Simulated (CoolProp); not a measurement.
Saturation properties of oxygen (Tc = 154.6 K, pc = 50.46 bar, ω = 0.022).

Computed with CoolProp (reference Helmholtz-energy equation of state, Schmidt 1985).

```
T (K)  p (bar)  liquid cp (kJ/(kg K))  vapour viscosity (µPa s)  liquid conductivity (mW/(m K))
-----  -------  ---------------------  ------------------------  ------------------------------
72.8    0.1020                  1.678                      5.58                             176
77.8    0.2215                  1.680                      5.97                             169
82.7    0.4288                  1.685                      6.36                             162
87.7    0.7750                  1.693                      6.75                             154
92.7     1.308                  1.707                      7.15                             147
97.6     2.066                  1.726                      7.54                             140
102.6    3.141                  1.752                      7.94                             133
107.5    4.555                  1.786                      8.34                             126
112.5    6.431                  1.831                      8.76                             118
117.4    8.763                  1.889                      9.19                             111
```

It boils at 90.2 K under 1 atm.

Viscosity comes from a separate model (Lemmon 2004). Thermal conductivity comes from a separate model (Lemmon 2004).
